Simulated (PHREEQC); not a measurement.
A solution holds 0.006 mol KOH per kg of water, at 20 °C. It is in equilibrium with CO2 at log p = -1 (atm). Otherwise closed; pH follows from the charge balance.

The numbers come from PHREEQC with the ion-association model, wateq4f.dat.

No solid was allowed to form.

Task: Predict the pH, ionic strength.

Result: pH 6.53; ionic strength 0.00600 mol/kgw.

Task: In which forms is C present?

Result: HCO3- 61 %, CO2 39 % of the C.

Species that the database lacks are ignored.
